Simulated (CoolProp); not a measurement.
Saturation properties of R113.

Values from CoolProp's reference Helmholtz-energy equation of state, Marx 1992.

```
T (K)  p (kPa)  liquid density (kg/m³)  vapour density (kg/m³)  liquid cp (kJ/(kg K))  surface tension (mN/m)
-----  -------  ----------------------  ----------------------  ---------------------  ----------------------
366.1    368.7                    1389                   25.32                    [?]                    9.90
372.2    427.0                    1371                   29.21                  1.004                    9.28
378.3    491.9                    1354                   33.57                  1.014                    8.68
384.4    564.0                    1335                   38.46                  1.024                    8.08
390.5    643.6                    1316                   43.91                  1.035                    7.49
396.6    731.4                    1297                   50.00                  1.047                    6.91
402.7      [?]                    1277                     [?]                    [?]                    6.33
408.8      [?]                    1256                     [?]                  1.075                    5.77
414.9      [?]                    1234                   72.88                  1.091                    5.22
421       1173                    1211                   82.40                  1.110                    4.68
427.1     1309                    1187                   93.10                    [?]                    4.15
433.2     1457                    1162                   105.2                  1.157                    3.64
439.3     1616                    1135                   118.9                  1.188                    3.13
445.5     1791                    1105                   134.9                  1.229                    2.64
451.6     1977                    1073                   153.1                  1.281                    2.17
```

**Question.** What belongs in the gaps?

**Answer.** 
- 366.1, liquid cp (kJ/(kg K)): 0.9953
- 402.7, p (kPa): 827.7
- 402.7, vapour density (kg/m³): 56.80
- 402.7, liquid cp (kJ/(kg K)): 1.060
- 408.8, p (kPa): 933.1
- 408.8, vapour density (kg/m³): 64.39
- 414.9, p (kPa): 1048
- 427.1, liquid cp (kJ/(kg K)): 1.131

It boils at 320.7 K under 1 atm.

Surface tension comes from a separate correlation (Mulero 2012).
